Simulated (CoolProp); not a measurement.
Saturation properties of acetone (Tc = 235.0 °C, pc = 4692 kPa, ω = 0.307).

Computed with CoolProp (reference Helmholtz-energy equation of state, Lemmon 2006). It is a short technical equation, of lower accuracy than the large ones.

| T (°C) | p (kPa) | liquid density (kg/m³) | enthalpy of vaporisation (kJ/kg) | liquid cp (kJ/(kg K)) |
|---|---|---|---|---|
| -26.55 | ___ | 840.6 | ___ | 2.045 |
| -12.15 | ___ | 825.2 | 570.5 | 2.066 |
| 2.15 | 10.41 | 809.8 | 556.8 | 2.093 |
| 16.45 | 20.98 | 794.1 | 542.8 | 2.123 |
| 30.85 | 39.32 | ___ | 528.2 | 2.158 |
| 45.15 | 68.71 | 761.7 | 513.3 | 2.197 |
| 59.45 | 113.6 | 744.9 | ___ | 2.240 |
| 73.85 | 179.5 | 727.5 | 481.2 | 2.288 |
| 88.15 | 271.5 | ___ | 463.9 | 2.341 |
| 102.45 | 396.3 | 690.5 | 445.5 | 2.400 |
| 116.85 | 562.4 | 670.5 | 425.5 | 2.467 |
| 131.15 | 775.0 | 649.4 | 404.1 | 2.543 |

### Question
Fill in the missing entries.

### Answer

- -26.55, p (kPa): 1.901
- -26.55, enthalpy of vaporisation (kJ/kg): 584.1
- -12.15, p (kPa): 4.714
- 30.85, liquid density (kg/m³): 778.1
- 59.45, enthalpy of vaporisation (kJ/kg): 497.7
- 88.15, liquid density (kg/m³): 709.4

It boils at 56.1 °C under 1 atm.
